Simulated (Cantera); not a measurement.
A freely propagating, adiabatic, planar premixed flame of 14.5 % CH4, 4.48 % CO, 20.8 % O2, 60.3 % N2, equivalence ratio 1.5, unburnt at 325 K and 100000 Pa; mixture-averaged transport, grid criteria slope 0.08 and curve 0.16, no radiation.

Cantera simulation using GRI-Mech 3.0 (53 species, 325 reactions); the numbers are that mechanism's predictions, not measurements. Burning velocities carry a grid error of a few per cent, more on coarse grids.

x: mole fraction of selected species; z is measured from the peak of heat release.

| z (mm) | T (K) | u (m/s) | x CH4 | x CO | x O2 | x HCO | x C2H2 | x CH2CO |
|---|---|---|---|---|---|---|---|---|
| -1.63 | 325 | 0.332 | 0.144 | 0.0447 | 0.208 | <1e-8 | <1e-8 | <1e-8 |
| -1.09 | 327 | 0.336 | 0.143 | 0.0445 | 0.207 | <1e-8 | 1.70e-7 | 1.40e-8 |
| -0.815 | 341 | 0.353 | 0.141 | 0.0444 | 0.205 | <1e-8 | 1.83e-6 | 2.05e-7 |
| -0.543 | 464 | 0.488 | 0.131 | 0.0464 | 0.195 | <1e-8 | 3.38e-5 | 6.28e-6 |
| -0.272 | 1030 | 1.12 | 0.0881 | 0.0659 | 0.143 | 3.20e-7 | 0.000389 | 0.000122 |
| -0.136 | 1478 | 1.63 | 0.0493 | 0.0887 | 0.0920 | 8.14e-6 | 0.000953 | 0.000323 |
| 0 | 1863 | 2.07 | 0.0147 | 0.113 | 0.0389 | 2.50e-5 | 0.00189 | 0.000290 |
| 0.136 | 2045 | 2.28 | 0.00254 | 0.121 | 0.0112 | 1.42e-5 | 0.00147 | 6.76e-5 |
| 0.272 | 2100 | 2.34 | 0.000482 | 0.121 | 0.00292 | 4.17e-6 | 0.000654 | 1.47e-5 |
| 0.543 | 2125 | 2.36 | [?] | 0.117 | [?] | [?] | [?] | [?] |
| 1.09 | 2137 | 2.37 | 1.39e-6 | 0.116 | 7.98e-5 | 1.44e-7 | 7.45e-6 | 1.07e-7 |
| 2.17 | 2147 | 2.38 | 2.28e-8 | 0.116 | 4.93e-5 | 1.06e-7 | 1.19e-7 | <1e-8 |
| 4.35 | 2158 | 2.39 | <1e-8 | 0.116 | [?] | [?] | <1e-8 | <1e-8 |

Question: Complete the blanks.

Answer: 
- 0.543, x CH4: 3.63e-5
- 0.543, x O2: 0.000295
- 0.543, x HCO: 4.89e-7
- 0.543, x C2H2: 0.000118
- 0.543, x CH2CO: 1.86e-6
- 4.35, x O2: 2.62e-5
- 4.35, x HCO: 7.76e-8
